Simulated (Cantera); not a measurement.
Charge: 1 mol Fe2O3, 1.1 mol CO, a varied amount of N2, held at 1900 K and 100000 Pa.

Method: chemical equilibrium by Gibbs-energy minimisation in Cantera with the NASA 1993 tables (ideal gas, pure condensed phases). Candidate condensed phases: C, Fe, Fe(CO)5, FeO, Fe2O3, Fe3O4; 27 gas species. The tables' stoichiometric FeO is somewhat more stable than real wüstite, so its field is too wide. FeO: taken at fixed stoichiometry. Rates play no part.

Problem. At 15 mol N2, list the 4 most abundant gas species with their mole fractions, and the condensed phases.

Solution. N2 0.932, CO2 0.0620, CO 0.00634, NO 7.29e-5. Condensed: FeO(l).
